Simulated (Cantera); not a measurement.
A perfectly stirred reactor is fed with 7.75 % CH4, 19.4 % O2, 72.9 % N2, equivalence ratio 0.80, at 0.830 bar; it is adiabatic with a 525 K inlet, and is followed from long to short residence time, starting on the burning branch (τ in s: 0.069, 0.036, 0.019, 0.0096, 0.005, 0.0026, 0.0013, 0.0007, 0.00036, 0.00019, 9.8e-05, 5.1e-05, 2.6e-05).

Computed with Cantera and GRI-Mech 3.0 (53 species, 325 reactions).

Question: Predict: blow-out, bracketed by the residence times tried; x(CH4) at τ = 69.0 ms; x(O2) at τ = 69.0 ms; x(NO) at τ = 69.0 ms; x(HO2) at τ = 69.0 ms; x(H) at τ = 69.0 ms; x(CH4) at τ = 1.30 ms; x(O2) at τ = 1.30 ms; x(NO) at τ = 1.30 ms; x(HO2) at τ = 1.30 ms; x(H) at τ = 1.30 ms.

Answer: 
| Quantity | Value |
|---|---|
| blow-out, bracketed by the residence times tried | burning at 98.0 µs, out at 51.0 µs |
| x(CH4) at τ = 69.0 ms | 5.11e-6 |
| x(O2) at τ = 69.0 ms | 0.0389 |
| x(NO) at τ = 69.0 ms | 0.000629 |
| x(HO2) at τ = 69.0 ms | 1.78e-6 |
| x(H) at τ = 69.0 ms | 0.000211 |
| x(CH4) at τ = 1.30 ms | 9.32e-5 |
| x(O2) at τ = 1.30 ms | 0.0443 |
| x(NO) at τ = 1.30 ms | 6.64e-5 |
| x(HO2) at τ = 1.30 ms | 6.81e-6 |
| x(H) at τ = 1.30 ms | 0.00295 |
